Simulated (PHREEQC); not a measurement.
Solution (25 °C and 100 atm): 0.044 mol NaNO3 per kg of water. It is in equilibrium with CO2 at log p = -2 (atm). Otherwise closed; pH follows from the charge balance.

Model: ion-association model, phreeqc.dat, run in PHREEQC.

Precipitation was switched off in this run.

Question: What pH, specific conductance does the model give?

Answer: pH 4.91; specific conductance 4690 µS/cm.

Question: In which forms is C present?

Answer: CO2 95 %, HCO3- 4.6 % of the C.

Under pressure, the constants of complexes without a molar volume in the database are unreliable.
